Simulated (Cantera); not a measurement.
A perfectly stirred reactor is fed with H2 : O2 : N2 = 0.35 : 1 : 0.56 (molar parts), equivalence ratio 0.17, at 0.207 atm; it is held at 950 K, and followed from long to short residence time.

Cantera simulation using the H2/O2 subset of GRI-Mech 3.0, which has no nitrogen chemistry; the numbers are that mechanism's predictions, not measurements. The temperature is held fixed by assumption; the heat of reaction is taken as removed at once.

Predict: x(H2) at τ = 0.590 s; x(O2) at τ = 0.590 s; x(O) at τ = 0.590 s; x(HO2) at τ = 0.590 s; x(H2O) at τ = 0.590 s; x(H2) at τ = 12.0 ms; x(O2) at τ = 12.0 ms; x(O) at τ = 12.0 ms; x(HO2) at τ = 12.0 ms; x(H2O) at τ = 12.0 ms.


```
Quantity                  Value
---------------------  --------
x(H2) at τ = 0.590 s    0.00907
x(O2) at τ = 0.590 s      0.478
x(O) at τ = 0.590 s     1.42e-5
x(HO2) at τ = 0.590 s   7.15e-5
x(H2O) at τ = 0.590 s     0.192
x(H2) at τ = 12.0 ms     0.0238
x(O2) at τ = 12.0 ms      0.481
x(O) at τ = 12.0 ms    0.000265
x(HO2) at τ = 12.0 ms  0.000124
x(H2O) at τ = 12.0 ms     0.175
```
